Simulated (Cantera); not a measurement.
A closed system holds: 1 mol CaO, 1.8 mol HF, 0.07 mol O2, equilibrated at 750 Torr.

Equilibrium computed with Cantera from the NASA thermochemical tables; the gas is ideal and each condensed phase is pure. Candidate condensed phases: Ca, CaF2, CaO, Ca(OH)2, H2O; 29 gas species. Mutual solubility and eutectic melting of coexisting phases are not modelled. Rates play no part. All values below are at 1352 °C.

Base state: H2O 0.896, O2 0.0709, HF 0.0325, OH 0.000487, H2 2.98e-5, CaF2 2.48e-5 (mole fractions); condensed: CaF2(s) + CaO(s).

Task: What changes in the equilibrium state with this change: pressure from 750 Torr to 1.00 Torr?

Result: 
```csv
species,before,after
HF,0.0325,0.566
H2O,0.896,0.363
O2,0.0709,0.0501
CaF2,2.48e-5,0.0186
H,3.85e-7,3.83e-5
O,5.18e-6,0.000119
H2,2.98e-5,0.000394
OH,0.000487,0.00149
"CaF2(s), mol",0.884,0.480
"CaO(s), mol",0.116,0.494
```
